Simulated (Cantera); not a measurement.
An adiabatic, constant-volume homogeneous reactor starts with CH4 : O2 : N2 = 1 : 1.67 : 6.27 (molar parts), equivalence ratio 1.2, at 1400 K and 0.957 atm.

Detailed kinetics in Cantera: GRI-Mech 3.0 (53 species, 325 reactions).

Predict: time of steepest temperature rise; temperature at 2.00 s; equilibrium temperature; x(O2) at 2.00 s; x(O) at 2.00 s; x(NO) at 2.00 s; x(H) at 2.00 s; x(CO2) at 2.00 s; x(N2O) at 2.00 s.


```json
{
  "time_of_steepest_temperature_rise": "3.64 ms",
  "temperature at 2.00 s": "2906 K",
  "equilibrium_temperature": "2906 K",
  "x(O2) at 2.00 s": "0.00880 (gas-phase equilibrium 0.00880)",
  "x(O) at 2.00 s": "0.00520 (gas-phase equilibrium 0.00520)",
  "x(NO) at 2.00 s": "0.00790 (gas-phase equilibrium 0.00790)",
  "x(H) at 2.00 s": "0.0153 (gas-phase equilibrium 0.0153)",
  "x(CO2) at 2.00 s": "0.0386 (gas-phase equilibrium 0.0386)",
  "x(N2O) at 2.00 s": "5.94e-7 (gas-phase equilibrium 5.94e-7)"
}
```
